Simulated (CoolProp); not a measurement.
The fluid at 293.15 K and 15.7 MPa flows at 1.8 m/s in a round tube of 1 mm bore and 15 µm roughness, fully developed (64/Re and Nu = 3.66 if laminar; Colebrook and Gnielinski if turbulent). The same conditions are run with several fluids, on thermodynamics alone (safety and materials aside).

Values from CoolProp's reference Helmholtz-energy equation of state of each fluid (R123: Younglove 1994; n-decane: Lemmon 2006; R141b: Lemmon 2006; R227EA: Lemmon 2016; water: Wagner 2002).

Problem. Rank R123, n-decane, R141b, R227EA, water by Reynolds number, highest first.

Solution. R227EA (7880), R123 (5100), R141b (4500), water (1810), n-decane (1220)

```
fluid     Darcy friction factor  pressure drop (Pa/m)  heat-transfer coefficient (W/(m² K))  mass flow (kg/h)
--------  ---------------------  --------------------  ------------------------------------  ----------------
R123                     0.0514                126000                                  4020              7.71
n-decane                 0.0523                 62900                                   500              3.78
R141b                    0.0522                108000                                  3970              6.47
R227EA                   0.0489                118000                                  5130              7.59
water                    0.0353                 57400                                  2220              5.12
```

Transport values come from each fluid's own correlations; those of R141b, R227EA are estimates that may be off by 10 % or more.
